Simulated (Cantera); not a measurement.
A closed system holds: 1 mol Pb, 1.1 mol O₂, 19 mol H₂, at 798.15 K and 42.0 mbar.

These are equilibrium values from Cantera (NASA tables, ideal gas, pure condensed phases), not measurements of a reactor. Equilibrium is a limit: real reactors are often held back by kinetics, nucleation or transport.

```json
[
 {"species": "H₂", "before": "0.884", "after": "0.979"},
 {"species": "H₂O", "before": "0.116", "after": "0.0211"},
 {"species": "Pb(l), mol", "before": "1.000", "after": "1.000"}
]
```
Gas species are given as mole fractions.

Which change was made?
A. O₂ from 1.1 to 0.2 mol
B. temperature from 798.15 K to 1550 K
C. O₂ from 1.1 to 0.84 mol
D. O₂ from 1.1 to 0.013 mol

A, O₂ from 1.1 to 0.2 mol
